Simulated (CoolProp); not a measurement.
Isobutane along the isobar 15.4 bar: fugacity coefficient from the reference equation and from simpler models built on Tc = 407.8 K, pc = 36.29 bar, ω = 0.184; each cubic takes its own stable root.

Model: reference Helmholtz-energy equation of state, Bücker 2006, in CoolProp.

| T (K) | phase | reference | Redlich-Kwong | Peng-Robinson |
|---|---|---|---|---|
| 277.1 | liquid | 0.1169 | 0.1583 | 0.1167 |
| 294.6 | liquid | 0.1979 | 0.2551 | 0.1971 |
| 312 | liquid | 0.3096 | 0.3807 | 0.3080 |
| 329.5 | liquid | 0.4556 | 0.5353 | 0.4527 |
| 347 | liquid | 0.6346 | 0.7143 | 0.6293 |
| 364.5 | gas | 0.7946 | 0.8044 | 0.7840 |
| 382 | gas | 0.8247 | 0.8293 | 0.8119 |
| 399.5 | gas | 0.8489 | 0.8501 | 0.8354 |
| 416.9 | gas | 0.8688 | 0.8676 | 0.8552 |
| 434.4 | gas | 0.8855 | 0.8826 | 0.8723 |
| 451.9 | gas | 0.8996 | 0.8956 | 0.8870 |
| 469.4 | gas | 0.9117 | 0.9068 | 0.8999 |
| 486.9 | gas | 0.9220 | 0.9166 | 0.9111 |
| 504.3 | gas | 0.9310 | 0.9251 | 0.9208 |
| 521.8 | gas | 0.9388 | 0.9326 | 0.9295 |
| 539.3 | gas | 0.9456 | 0.9392 | 0.9371 |
